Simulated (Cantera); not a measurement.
Charge: 1 mol HMDSO, 0.68 mol N2O, at 2800 Pa.

Method: chemical equilibrium by Gibbs-energy minimisation in Cantera with the NASA 1993 tables (ideal gas, pure condensed phases). Candidate condensed phases: C, C6H6, C7H8, C8H18, H2O, Si, SiC, SiO2, Si2N2O, Si3N4; 151 gas species. The feed counts by its element totals alone. Equilibrium is a limit: real reactors are often held back by kinetics, nucleation or transport. All values below are at 300 °C.

Base state: CH4 0.661, H2 0.339 (mole fractions); condensed: C(graphite) + SiC(s) + SiO2(α-quartz) + Si2N2O(s).

### Question
What changes in the equilibrium state with this change: N2O from 0.68 to 1.4 mol?

### Answer
```tsv
species	before	after
CH4	0.661	0.554
H2	0.339	0.310
N2	<1e-9	0.136
NH3	<1e-9	0.000120
C(graphite), mol	2.28	2.48
SiC(s), mol	0.140	0
SiO2(α-quartz), mol	0.500	0.933
Si2N2O(s), mol	0.680	0.533
```

### Question
What changes in the equilibrium state with this change: N2O from 0.68 to 1.1 mol?

### Answer
```csv
species,before,after
CH4,0.661,0.599
H2,0.339,0.322
N2,<1e-9,0.0788
NH3,<1e-9,9.71e-5
"C(graphite), mol",2.28,2.45
"SiC(s), mol",0.140,0
"SiO2(α-quartz), mol",0.500,0.733
"Si2N2O(s), mol",0.680,0.633
```
